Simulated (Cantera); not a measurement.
Input: 1 mol CuO, 4 mol CH4, 0.22 mol H2, held at 2573.15 K.

Method: chemical equilibrium by Gibbs-energy minimisation in Cantera with the NASA 1993 tables (ideal gas, pure condensed phases). Candidate condensed phases: C, C6H6, C7H8, C8H18, Cu, CuO, Cu(OH)2, Cu2O, H2O; 113 gas species. Kinetics and transport are ignored.

x: gas mole fraction; n: condensed amount in mol.

| P (Pa) | x H2 | x H | x CO | x Cu | x C3 | x C2H2 (acetylene) | n C(graphite) | n Cu(l) |
|---|---|---|---|---|---|---|---|---|
| 10 | 0.0555 | 0.810 | 0.0561 | 0.0561 | 0.0150 | 0.000809 | 2.00 | 0 |
| 100 | 0.279 | 0.575 | 0.0695 | 0.0695 | 0.00150 | 0.00408 | 2.79 | 0 |
| 1000 | 0.563 | 0.258 | 0.0852 | 0.0852 | 0.000150 | 0.00821 | 2.79 | 0 |
| 10000 | 0.711 | (withheld) | 0.0934 | 0.0932 | (withheld) | 0.0104 | 2.77 | 0 |
| 100000 | 0.766 | (withheld) | 0.0964 | 0.0952 | (withheld) | 0.0112 | 2.76 | 0 |
| 1000000 | 0.845 | 0.00999 | 0.105 | 0.0261 | 1.50e-7 | 0.0123 | 2.75 | 0.743 |

Task: What belongs in the gaps?

Result: 
- 10000, x H: 0.0917
- 10000, x C3: 1.50e-5
- 100000, x H: 0.0301
- 100000, x C3: 1.50e-6
